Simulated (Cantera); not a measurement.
A closed system holds: 1 mol CH₂F₂, 0.15 mol F₂, 13 mol H₂, 1.5 mol HCl, held at 1.30 Pa.

Equilibrium computed with Cantera from the NASA thermochemical tables; the gas is ideal and each condensed phase is pure. Candidate condensed phases: C, C₆H₆, C₇H₈, C₈H₁₈; 118 gas species. Equilibrium is a limit: real reactors are often held back by kinetics, nucleation or transport.

Over these rows the condensed part is C(graphite). Partial pressures as log10 of bar:

```json
[
 {"T (K)": "1250", "1000/T (1/K)": "0.8000", "log p C₂H₂ (acetylene)": "-11.60", "log p H₂": "-5.00", "log p HF": "-5.75", "log p HCl": "-5.93"},
 {"T (K)": "1400", "1000/T (1/K)": "0.7143", "log p C₂H₂ (acetylene)": "-10.60", "log p H₂": "-5.00", "log p HF": "-5.75", "log p HCl": "-5.93"},
 {"T (K)": "1550", "1000/T (1/K)": "0.6452", "log p C₂H₂ (acetylene)": "-9.80", "log p H₂": "-5.00", "log p HF": "-5.75", "log p HCl": "-5.94"},
 {"T (K)": "1700", "1000/T (1/K)": "0.5882", "log p C₂H₂ (acetylene)": "?", "log p H₂": "-5.02", "log p HF": "-5.75", "log p HCl": "-5.96"},
 {"T (K)": "1850", "1000/T (1/K)": "0.5405", "log p C₂H₂ (acetylene)": "-8.65", "log p H₂": "-5.06", "log p HF": "-5.78", "log p HCl": "-6.02"},
 {"T (K)": "2000", "1000/T (1/K)": "0.5000", "log p C₂H₂ (acetylene)": "-8.31", "log p H₂": "-5.19", "log p HF": "-5.83", "log p HCl": "-6.18"}
]
```

Task: Fit log p(C₂H₂ (acetylene)) = a + b·(1000/T) to the five rows, give the apparent enthalpy, and predict the row at 1700 K.

Result: Means: 1000/T = 0.6400, log p = -9.792. Sxy = -0.670465, Sxx = 0.0606478, so b = -11.06 and a = -9.792 − (-11.06)×0.6400 = -2.71.
Apparent enthalpy: −19.145 × (-11.06) = 212 kJ/mol. With the condensed phases at unit activity, 2 C(graphite) + H₂(g) = C₂H₂ (acetylene)(g) links this pressure to the main gases: over the six rows their terms move log p by -0.19 in all, so the slope isn't that reaction's ΔH° alone. The five rows lie within 0.07 of the line.
Prediction at 1700 K: -2.71 + (-11.06)×0.5882 = -9.22. The computed value is -9.15, 0.07 from the line.
